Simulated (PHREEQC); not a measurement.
Dissolve 0.028 mol KH2PO4, 0.085 mol H2SO4 and 0.028 mol NiSO4 per kg of water at 25 °C. Closed to the air; pH follows from the charge balance.

All values are PHREEQC results (ion-association model, wateq4f.dat), not measurements.

This is a speciation only: nothing precipitates in the calculation.

Q: Estimate the pH, ionic strength.

A: pH 1.23; ionic strength 0.186 mol/kgw.

Q: In which forms is Ni present?

A: Ni+2 65 %, NiSO4 35 % of the Ni.

H3PO4, which wateq4f.dat lacks, is added to it with the constant of phreeqc.dat. The database has no phosphate complexes of Ni.
